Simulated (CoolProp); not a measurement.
Oxygen along the isotherm 268.8 K: density (kg/m³) from the reference equation and from simpler models built on Tc = 154.6 K, pc = 5.046 MPa, ω = 0.022; each cubic takes its own stable root.

Model: reference Helmholtz-energy equation of state, Schmidt 1985, in CoolProp.

```json
[
 {"p (MPa)": "1.94", "phase": "gas", "reference": "28.33"},
 {"p (MPa)": "3.88", "phase": "gas", "reference": "57.73"},
 {"p (MPa)": "5.82", "phase": "supercritical", "reference": "88.14"},
 {"p (MPa)": "7.76", "phase": "supercritical", "reference": "119.4"},
 {"p (MPa)": "9.7", "phase": "supercritical", "reference": "151.4"},
 {"p (MPa)": "11.6", "phase": "supercritical", "reference": "183.1"},
 {"p (MPa)": "13.6", "phase": "supercritical", "reference": "216.5"},
 {"p (MPa)": "15.5", "phase": "supercritical", "reference": "248.1"},
 {"p (MPa)": "17.5", "phase": "supercritical", "reference": "280.7"},
 {"p (MPa)": "19.4", "phase": "supercritical", "reference": "310.8"},
 {"p (MPa)": "21.4", "phase": "supercritical", "reference": "341.3"},
 {"p (MPa)": "23.3", "phase": "supercritical", "reference": "369.0"},
 {"p (MPa)": "25.2", "phase": "supercritical", "reference": "395.4"}
]
```

Q: How far does each simpler model (ideal gas, Redlich-Kwong, Peng-Robinson) lie from the reference over these 13 states: mean and median of the absolute difference, and the worst?

A: 
- ideal gas: mean 8.2 %, median 9.3 %, worst -10.7 % at 268.8 K and 17.5 MPa
- Redlich-Kwong: mean 0.3 %, median 0.3 %, worst +0.5 % at 268.8 K and 9.7 MPa
- Peng-Robinson: mean 2.0 %, median 2.3 %, worst +2.6 % at 268.8 K and 25.2 MPa
